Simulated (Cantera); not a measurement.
Adiabatic ignition

An adiabatic, constant-volume homogeneous reactor starts with CH3OH : O2 : N2 = 1 : 0.714 : 6.21 (molar parts), at 1100 K and 3.30 bar.

Computed with Cantera and GRI-Mech 3.0 (53 species, 325 reactions). GRI-Mech 3.0 was tuned for natural gas; its chemistry of methanol as a main component is partial and can be far from experiment.

```csv
t (s),T (K),P (bar),x CH3OH,x O2,x OH,x N2O,x H,x H2O2,x HO2
9.00e-6,1100,3.30,0.126,0.0901,1.30e-11,<1e-12,2.05e-11,<1e-12,6.24e-9
2.88e-5,1100,3.30,0.126,0.0901,1.30e-11,<1e-12,2.15e-11,<1e-12,2.23e-8
9.19e-5,1100,3.30,0.126,0.0901,1.31e-11,<1e-12,2.19e-11,1.24e-11,7.75e-8
0.000294,1100,3.30,0.126,0.0901,1.32e-11,<1e-12,2.23e-11,3.94e-10,2.55e-7
0.000939,1100,3.30,0.126,0.0901,1.48e-11,1.97e-12,2.45e-11,9.49e-9,8.08e-7
0.00300,1100,3.30,0.126,0.0901,3.71e-11,1.94e-11,4.21e-11,1.43e-7,2.43e-6
0.00959,1100,3.30,0.126,0.0901,3.23e-10,1.89e-10,2.38e-10,1.87e-6,7.93e-6
0.0306,2111,7.36,1.30e-12,1.26e-7,6.61e-5,9.38e-10,0.000366,3.29e-10,1.75e-10
0.0979,2111,7.36,1.30e-12,1.26e-7,6.61e-5,9.71e-10,0.000366,3.29e-10,1.75e-10
0.313,2111,7.36,1.30e-12,1.26e-7,6.61e-5,1.02e-9,0.000366,3.29e-10,1.75e-10
1.00,2111,7.36,1.30e-12,1.26e-7,6.61e-5,1.03e-9,0.000366,3.29e-10,1.75e-10
```
x: mole fraction; the columns are a selection and need not sum to one.

The time of steepest temperature rise comes out as 21.9 ms. The temperature at 1.00 s comes out as 2111 K. The equilibrium temperature is 2111 K, the x(CH3OH) at 1.00 s is 1.30e-12 (gas-phase equilibrium 1.33e-12) and the x(O2) at 1.00 s comes out as 1.26e-7 (gas-phase equilibrium 1.26e-7). The x(OH) at 1.00 s is 6.61e-5 (gas-phase equilibrium 6.61e-5).
